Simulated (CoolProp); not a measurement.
Vapour-liquid equilibrium of R22 (1) + c-C4F8 (RC318) (2) at 2.92 bar; x and y are mole fractions of (1).

Computed with CoolProp (multi-fluid Helmholtz-energy mixture model, Kamei 1995 and Platzer 1990; pair parameters Bell 2016). This equation is an older, rougher fit; its heat capacities, sound speeds and derivatives of the liquid may be far off and weren't checked against measurements.

| x | bubble temperature (K) | y at the bubble point | dew temperature at overall composition x (K) | liquid density (mol/L) |
|---|---|---|---|---|
| 0.05 | 293.8 | 0.115 | 295.1 | 7.777 |
| 0.2 | 282.5 | 0.503 | 291.8 | 8.641 |
| 0.35 | 271.0 | 0.745 | 287.6 | 9.609 |
| 0.5 | 264.2 | 0.845 | 282.6 | 10.61 |
| 0.65 | 261.1 | 0.887 | 276.1 | 11.72 |
| 0.8 | 259.4 | 0.916 | 267.4 | 13.04 |
| 0.95 | 258.1 | 0.966 | 258.4 | 14.73 |

No azeotrope shows between x = 0.05 and 0.95.

The pair parameters rest on a limited set of measurements; away from them the model extrapolates. The gap from Raoult's law changes sign with composition, which may be real or a fault of the pair parameters; it wasn't checked against measurements.
